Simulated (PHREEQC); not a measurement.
0.2 g of hydrous ferric oxide (600 m²/g; 0.2 weak and 0.005 strong sites per Fe, Dzombak-Morel constants, diffuse double layer) in 1 kg of water with 0.005 mol/kgw of an inert sodium salt and 0.00037 mol/kgw CuSO4, at 25 °C; the pH is set by adding NaOH or the inert anion's acid. O2 is buffered at 0.21 atm. CO2 from the air is kept out. No solid was allowed to form.

Computed with PHREEQC (ion-association model, wateq4f.dat).

| pH | S sorbed (%) | Cu sorbed (%) | surface charge σ (C/m²) | surface potential ψ (mV) |
|---|---|---|---|---|
| 3 | 56.0 | 0.0 | 0.036 | 102 |
| 3.5 | 56.0 | 0.3 | 0.033 | 101 |
| 4 | ? | 1.9 | 0.032 | 100 |
| 4.5 | 51.7 | ? | 0.030 | ? |
| 5 | 45.9 | ? | 0.028 | 95 |
| 5.5 | 39.3 | 52.4 | 0.028 | ? |
| 6 | ? | 71.8 | 0.031 | 100 |
| 6.5 | 34.2 | 79.4 | 0.034 | 106 |
| 7 | 32.0 | 80.4 | ? | 107 |
| 7.5 | 25.4 | ? | 0.031 | 101 |
| 8 | 12.9 | 68.1 | 0.025 | 89 |
| 8.5 | 3.0 | 61.6 | 0.016 | 68 |
| 9 | 0.4 | 59.0 | 0.008 | 41 |

Fill in the missing entries.


- 4, S sorbed (%): 54.8
- 4.5, Cu sorbed (%): 5.9
- 4.5, surface potential ψ (mV): 97
- 5, Cu sorbed (%): 22.4
- 5.5, surface potential ψ (mV): 96
- 6, S sorbed (%): 35.7
- 7, surface charge σ (C/m²): 0.035
- 7.5, Cu sorbed (%): 76.2

Along this series the solution becomes supersaturated in solids that the run did not let form, among them Cu(OH)2, Brochantite, Antlerite. Species that the database lacks are ignored. The database's constant for dissolved Cu(OH)2 is higher than later reviews accept. The oxide is taken as insoluble; below pH 4 it would dissolve.
